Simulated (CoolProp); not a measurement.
Vapour-liquid equilibrium of fluoroethane (R161) (1) + R1234yf (2) at 464 kPa; x and y are mole fractions of (1).

The numbers come from the multi-fluid Helmholtz-energy mixture model, Wu 2012 and Lemmon 2022; pair parameters Bell 2016 in CoolProp.

```
x     bubble temperature, mixture model (K)  bubble temperature, Raoult's law (K)  y, mixture model  y, Raoult's law
----  -------------------------------------  ------------------------------------  ----------------  ---------------
0.05                                  284.3                                 284.4             0.069            0.067
0.15                                  282.8                                 283.3             0.198            0.195
0.25                                  281.5                                 282.2             0.316            0.314
0.35                                  280.3                                 281.1             0.424            0.425
0.45                                  279.2                                 280.1             0.524            0.529
0.55                                  278.2                                 279.1             0.617            0.627
0.65                                  277.3                                 278.1             0.706            0.719
0.75                                  276.5                                 277.2             0.791            0.805
0.85                                  275.8                                 276.3             0.874            0.887
0.95                                  275.3                                 275.4             0.957            0.963
```

The largest gap from Raoult's law is -0.9 K in bubble temperature, at x = 0.45. No azeotrope shows between x = 0.05 and 0.95.

The pair parameters rest on a limited set of measurements; away from them the model extrapolates.
